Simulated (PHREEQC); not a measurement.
Na2CO3 is added in steps, without added water, to 1 kg of water holding 3.1 mmol/kgw AgF, 2.4 mmol/kgw NaCl and 0.35 mmol/kgw Na2SO4, at 6.5 °C. O2 is buffered at 0.21 atm. CO2 from the air is kept out. Only these solids could form: Cerargyrite, Ag2O, Ag2CO3, Ag2SO4, Halite, Mirabilite, Nahcolite, Natron.

Base run: PHREEQC, ion-association model, wateq4f.dat. Each further column changes one thing. The table gives pH.

```csv
Na2CO3 added (mol),base,diluted 10-fold with water,diluted 100-fold with water,NaCl from 0.0024 to 0.00216 mol/kgw,no solid may form
0,7.58,7.39,7.34,7.57,7.54
6.094e-05,9.76,10.24,10.26,9.63,10.08
0.0001219,9.83,10.45,10.47,9.69,10.29
0.0002031,9.94,10.59,10.61,9.78,10.44
0.0002641,10.02,10.66,10.68,9.86,10.52
0.000325,10.11,10.72,10.73,9.94,10.57
0.0003859,10.18,10.76,10.77,10.02,10.62
0.0004469,10.25,10.79,10.81,10.11,10.66
0.0005281,10.33,10.82,10.85,10.21,10.70
0.0005891,10.38,10.84,10.87,10.27,10.73
0.00065,10.42,10.87,10.90,10.33,10.75
```

Constants without temperature data keep their 25 °C values here. In at least one series the solution becomes supersaturated in solids that the run did not let form, among them Cerargyrite, Ag2O, Ag2CO3.
